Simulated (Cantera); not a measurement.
What does this Cantera script print?

```python
import numpy as np
import cantera as ct

gas_names = """
    C CN CO CO2 C2 CCN CNC C2N2 C2O C3 C3O2 C4 C4N2 C5 N NCO NO NO2 NO3 N2 N2O O O2 O3 Si SiC SiC2 SiN
    SiO SiO2 Si2 Si2C Si2N Si3
""".split()
cond_names = """
    C(gr) Si(cr) Si(L) SiC(b) SiO2(Lqz) SiO2(hqz) SiO2(L) Si2N2O(s) Si3N4(a)
""".split()


# ... load() reads the species with a 1 bar reference pressure and builds the phases ...
atoms = {
    'SiO2': {'Si': 1, 'O': 2},
    'C': {'C': 1},
    'N2': {'N': 2},
    'CO': {'C': 1, 'O': 1},
}
top_T = {'C(gr)': 4500, 'SiC(b)': 3050, 'Si2N2O(s)': 2100, 'Si3N4(a)': 2400}  # K; cautious upper limits of use, not melting points


# ... equilibrate(T, P, feed) seeds the gas with the atoms and calls Mixture.equilibrate('TP', solver="vcs", rtol=1e-11, max_steps=5000) ...
results = []
T = 2273  # K
P = 13332.2  # Pa
for m in [0.99, 1.4, 1.9, 2.7, 3.8, 5.3, 7.5]:
    feed = {'SiO2': 1, 'C': m, 'N2': 1, 'CO': 5.6}  # mol
    mix = equilibrate(T, P, feed)
    results.append((T, P, feed, dict(zip(mix.species_names, mix.species_moles))))

top = {s: max(r[3][s] / sum(r[3][g] for g in gas_names) for r in results) for s in gas_names}
cols = sorted((s for s in top if top[s] > 0.001), key=lambda s: -top[s])[:9]
seen = [c for c in cond_names if any(r[3].get(c, 0) > 1e-12 for r in results)]
print("log10 of partial pressures in bar; condensed amounts in mol")
print(f"{'n(C)':>10s}" + "".join(f"{s[:9]:>10s}" for s in cols + seen))
for T, P, feed, n in results:
    ng = sum(n[g] for g in gas_names)
    print(f"{feed['C']:10.4g}" + "".join(f"{np.log10(max(n[s] / ng * P / 1e5, 1e-99)):10.3f}" for s in cols)
          + "".join(f"{n.get(c, 0):10.4g}" for c in seen))
```

Result:

```
log10 of partial pressures in bar; condensed amounts in mol
      n(C)        CO        N2       SiO        Si       CO2     C(gr)    SiC(b)
      0.99    -0.991    -1.809    -1.809    -6.297    -3.810         0         0
       1.4    -0.977    -1.811    -1.913    -3.584    -6.613         0    0.1888
       1.9    -0.962    -1.810    -2.076    -3.674    -6.671         0    0.4408
       2.7    -0.938    -1.810    -2.644    -3.970    -6.919         0    0.8445
       3.8    -0.936    -1.810    -2.726    -4.012    -6.958     1.048    0.8706
       5.3    -0.936    -1.810    -2.726    -4.012    -6.958     2.548    0.8706
       7.5    -0.936    -1.810    -2.726    -4.012    -6.958     4.748    0.8706
```

Cantera equilibrium calculation (NASA polynomials, part measured and part estimated; ideal gas, pure solids and liquids). The tables' values for SiN are old estimates; treat these amounts as uncertain.
